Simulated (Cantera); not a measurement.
Input: 1 mol SiHCl₃, 5.1 mol N₂, at 1.00 Torr.

Cantera equilibrium calculation (NASA polynomials, part measured and part estimated; ideal gas, pure solids and liquids). Candidate condensed phases: NH₄Cl, Si, Si₃N₄; 28 gas species. N₂ is the only nitrogen source here; it is nearly inert below about 1500 K, so the nitride shown seldom forms there in practice. Equilibrium is a limit: real reactors are often held back by kinetics, nucleation or transport.

### Question
Which condensed phases are stable at each of these points (T (K)): 700, 800, 900, 1000, 1100, 1200, 1300, 1400, 1500, 1600, 1700, 1800, 1900, 2000?

### Answer
```tsv
T (K)	condensed phases	Si condensed (%)
700	Si₃N₄(s)	43.1
800	Si₃N₄(s)	44.5
900	Si₃N₄(s)	45.5
1000	Si₃N₄(s)	46.1
1100	Si₃N₄(s)	46.2
1200	Si₃N₄(s)	44.5
1300	Si₃N₄(s)	34.2
1400	Si₃N₄(s)	7.5
1500	gas only	0.0
1600	gas only	0.0
1700	gas only	0.0
1800	gas only	0.0
1900	gas only	0.0
2000	gas only	0.0
```

From 700 K to 1400 K the condensed part is Si₃N₄(s). From 1500 K to 2000 K nothing is condensed.
